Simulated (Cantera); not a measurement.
# Pyrogenic steam for wet oxidation

A perfectly stirred reactor is fed with H2 : O2 : N2 = 0.32 : 1 : 8.6 (molar parts), equivalence ratio 0.16, at 0.940 bar; it is held at 1150 K, and followed from long to short residence time.

Cantera simulation using the H2/O2 subset of GRI-Mech 3.0, which has no nitrogen chemistry; the numbers are that mechanism's predictions, not measurements.

| τ (s) | x H2 | x O2 | x H | x H2O2 | x H2O |
|---|---|---|---|---|---|
| 13 | 1.01e-5 | 0.0861 | 2.64e-8 | 3.80e-8 | 0.0328 |
| 6.4 | 1.64e-5 | 0.0861 | 5.36e-8 | 5.63e-8 | 0.0328 |
| 3.1 | 2.70e-5 | 0.0861 | 1.11e-7 | 8.39e-8 | 0.0327 |
| 1.5 | 4.43e-5 | 0.0861 | 2.29e-7 | 1.25e-7 | 0.0327 |
| 0.74 | 7.12e-5 | 0.0861 | 4.63e-7 | 1.86e-7 | 0.0327 |
| 0.36 | 0.000114 | 0.0861 | 9.51e-7 | 2.78e-7 | 0.0326 |
| 0.17 | 0.000185 | 0.0861 | 2.01e-6 | 4.16e-7 | 0.0326 |
| 0.085 | 0.000283 | 0.0862 | 4.00e-6 | 5.89e-7 | 0.0325 |
| 0.041 | 0.000436 | 0.0862 | 8.23e-6 | 8.20e-7 | 0.0323 |
| 0.020 | 0.000655 | 0.0863 | 1.67e-5 | 1.09e-6 | 0.0320 |
| 0.0098 | 0.000970 | 0.0864 | 3.37e-5 | 1.40e-6 | 0.0317 |
x: mole fraction; the columns are a selection and need not sum to one.
